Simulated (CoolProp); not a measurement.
R1234ze(E) along the isotherm 420 K: density (kg/m³) from the reference equation and from simpler models built on Tc = 382.5 K, pc = 36.35 bar, ω = 0.313; each cubic takes its own stable root.

Model: reference Helmholtz-energy equation of state, Thol 2016, in CoolProp.

```tsv
p (bar)	phase	reference	ideal gas	van der Waals	Soave-Redlich-Kwong	Peng-Robinson
11.5	gas	40.98	37.56	40.80	40.83	41.30
23.1	gas	91.46	75.44	91.22	90.73	92.95
34.6	gas	156.4	113.0	158.8	153.9	159.8
46.2	supercritical	250.2	150.9	276.4	241.2	253.8
57.7	supercritical	394.0	188.4	434.7	358.8	381.2
69.2	supercritical	548.8	226.0	503.0	470.6	504.8
80.8	supercritical	646.7	263.9	543.0	549.0	594.0
92.3	supercritical	707.0	301.4	571.2	604.4	657.6
104	supercritical	750.1	339.6	593.7	647.6	707.4
115	supercritical	781.3	375.6	611.1	680.7	745.5
127	supercritical	808.9	414.7	627.4	711.2	780.5
138	supercritical	830.2	450.7	640.3	735.4	808.3
150	supercritical	850.2	489.9	652.9	758.7	834.9
```
